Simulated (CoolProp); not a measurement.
2000 sccm (0 °C, 1 atm) of nitrogen bubbles through liquid n-octane at 274.8 K and leaves saturated at a total pressure of 0.013 MPa (ideal gas phase). Each further row changes one setting.

Computed with CoolProp (reference Helmholtz-energy equation of state, Beckmüller 2019).

```csv
case,vapour pressure (kPa),mole fraction of vapour,delivery (mg/min),delivery (sccm),change of delivery for a bath 1 K warmer (%)
as stated,0.438,?,355,?,?
bath temperature 279.8 K,?,?,504,99.0,7.1
total pressure 0.026 MPa,0.438,?,175,?,?
```

Fill in the missing entries.


- as stated, mole fraction of vapour: 0.0337
- as stated, delivery (sccm): 69.7
- as stated, change of delivery for a bath 1 K warmer (%): 7.3
- bath temperature 279.8 K, vapour pressure (kPa): 0.613
- bath temperature 279.8 K, mole fraction of vapour: 0.0472
- total pressure 0.026 MPa, mole fraction of vapour: 0.0168
- total pressure 0.026 MPa, delivery (sccm): 34.3
- total pressure 0.026 MPa, change of delivery for a bath 1 K warmer (%): 7.2
